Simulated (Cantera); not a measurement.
# Diamond growth

A diamond (100) surface in a fixed gas of H2 with x(CH4) = 0.0072, x(H) = 0.00049, x(CH3) = 0.00061, 0.0217 atm; coverages are run to steady state.

Cantera simulation using the Harris–Goodwin 1993 mechanism for the reconstructed diamond (100) surface; the numbers are that mechanism's predictions, not measurements.

| T (K) | growth (µm/h) | θ c6HH | θ c6H* | θ c6*H | θ c6** | θ c6HM |
|---|---|---|---|---|---|---|
| 925 | 1.99 | 0.345 | 0.00611 | 0.157 | 0.00197 | 0.384 |
| 975 | 2.37 | 0.393 | 0.00982 | 0.216 | 0.00346 | 0.282 |
| 1025 | 2.10 | 0.458 | 0.0156 | 0.298 | 0.00588 | 0.158 |
| 1075 | 1.37 | 0.498 | 0.0222 | 0.373 | 0.00880 | 0.0633 |
| 1125 | 0.859 | 0.502 | 0.0280 | 0.420 | 0.0115 | 0.0211 |
| 1175 | 0.660 | 0.491 | 0.0331 | 0.445 | 0.0137 | 0.00672 |
| 1225 | 0.612 | 0.478 | 0.0375 | 0.458 | 0.0156 | 0.00218 |
| 1275 | 0.554 | 0.470 | 0.0416 | 0.464 | 0.0173 | 0.000722 |
| 1325 | 0.395 | 0.468 | 0.0452 | 0.464 | 0.0187 | 0.000246 |
| 1375 | 0.208 | 0.470 | 0.0485 | 0.460 | 0.0194 | 8.90e-5 |
θ: site fractions in the mechanism's names (c6HH fully hydrogenated, c6H* and c6*H radical sites, c6** diradical, c6HM methylated).
